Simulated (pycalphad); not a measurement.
## Effect of Si content in Mg-Al-Si

All values are pycalphad results on the COST 507 light-alloy database (1999) (1 atm), not direct measurements. These are 1990s assessments: newer ones move some temperatures and phases. Amounts are mole fractions of atoms.

```tsv
alloy	liquidus (K)	first solid	solidus (K)	phases at 650 K
Mg-1.23Al-0.09Si (at.%)	915	HCP_A3	889	HCP_A3 1.00, MG2SI under 0.01
Mg-1.23Al-0.18Si (at.%)	915	HCP_A3	889	HCP_A3 0.99, MG2SI 0.01
Mg-1.23Al-0.27Si (at.%)	914	HCP_A3	888	HCP_A3 0.99, MG2SI 0.01
Mg-1.23Al-0.36Si (at.%)	913	HCP_A3	888	HCP_A3 0.99, MG2SI 0.01
Mg-1.23Al-0.54Si (at.%)	[?]	HCP_A3	888	[?]
Mg-1.23Al-1.44Si (at.%)	918	MG2SI	888	HCP_A3 0.96, MG2SI 0.04
```

Q: Fill in the missing entries.

A: 
- Mg-1.23Al-0.54Si (at.%), liquidus (K): 911
- Mg-1.23Al-0.54Si (at.%), phases at 650 K: HCP_A3 0.98, MG2SI 0.02

Database names, with the compositions (at.%) that they take in these runs: MG2SI: Mg 67 Si 33. HCP_A3 is hcp.
